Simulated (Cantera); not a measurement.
An isothermal plug-flow reactor at 850 K and 500000 Pa (inlet), inlet velocity 2.1 m/s, active area per volume 1700 1/m; feed CO : O₂ : N₂ = 0.0056 : 0.018 : 0.79 (molar parts), equivalence ratio 0.16.

Cantera simulation using Deutschmann's 1995 Pt surface mechanism with GRI-Mech 3.0 gas chemistry; the numbers are that mechanism's predictions, not measurements. Catalytic surfaces can have several steady states; this one follows from the mechanism file's or the stated starting coverage. Mass transfer to the wall is taken as infinitely fast.

One state of this run: x CO = 0.000754; x O₂ = 0.0191; x H₂O = <1e-12; x CO₂ = 0.00615; θ free Pt = 0.103; θ O* = 0.895; θ CO* = 0.00213. x: gas mole fraction; θ: surface coverage.

### Question
Which value of z (m) does it belong to?
A) 0.0024
B) 0.00043
C) 0.00076
D) 0.014

### Answer
B, 0.00043
